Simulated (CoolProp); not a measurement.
Neopentane at 392.55 K and 3.71 MPa is throttled through a valve to 0.611 MPa with no heat exchange. Each further row changes one setting.

Computed with CoolProp (reference Helmholtz-energy equation of state, Lemmon 2006). It is a short technical equation, of lower accuracy than the large ones.

```tsv
case	temperature change (K)	final phase	final density (kg/m³)
as stated	-47.7	two-phase, vapour fraction 0.510	34.6
outlet pressure 0.183 MPa	-92.3	two-phase, vapour fraction 0.804	7.04
outlet pressure 0.794 MPa	-36.0	two-phase, vapour fraction 0.411	54.3
```
